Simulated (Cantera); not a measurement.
## Chlorosilane synthesis and conversion: SiCl4 + HCl + H2

Feed: 1 mol SiCl4, 2.8 mol HCl, 4.6 mol H2, held at 825 Torr.

These are equilibrium values from Cantera (NASA tables, ideal gas, pure condensed phases), not measurements of a reactor. Candidate condensed phases: Si; 19 gas species. The tables' values for SiCl3 are old estimates; treat these amounts as uncertain. The numbers say what is thermodynamically allowed, not how fast it happens.

| T (K) | x H2 | x HCl | x SiCl4 | x SiCl3 | x SiHCl3 | x SiCl2 |
|---|---|---|---|---|---|---|
| 650 | 0.548 | 0.333 | 0.119 | 3.41e-10 | 1.59e-5 | <1e-12 |
| 725 | 0.548 | 0.333 | 0.119 | 1.01e-8 | 6.03e-5 | <1e-12 |
| 800 | 0.547 | 0.334 | 0.119 | 1.57e-7 | 0.000176 | 2.32e-11 |
| 875 | 0.547 | 0.334 | 0.119 | 1.52e-6 | 0.000426 | 1.12e-9 |
| 950 | 0.547 | 0.334 | 0.118 | 1.01e-5 | 0.000886 | 2.88e-8 |
| 1025 | 0.546 | 0.335 | 0.117 | 5.05e-5 | 0.00164 | 4.53e-7 |
| 1100 | 0.545 | 0.336 | 0.116 | 0.000200 | 0.00277 | 4.81e-6 |
| 1175 | 0.543 | 0.338 | 0.114 | 0.000655 | 0.00431 | 3.68e-5 |
| 1250 | 0.540 | 0.342 | 0.111 | 0.00182 | 0.00622 | 0.000214 |
| 1325 | 0.534 | 0.347 | 0.105 | 0.00433 | 0.00828 | 0.000969 |
| 1400 | 0.525 | 0.357 | 0.0958 | 0.00879 | 0.00998 | 0.00342 |
| 1475 | 0.510 | 0.372 | 0.0819 | 0.0150 | 0.0106 | 0.00935 |
x: gas mole fraction; nothing condenses.

From 650 K to 1475 K nothing is condensed. The main Si-bearing gas is SiCl4 throughout.
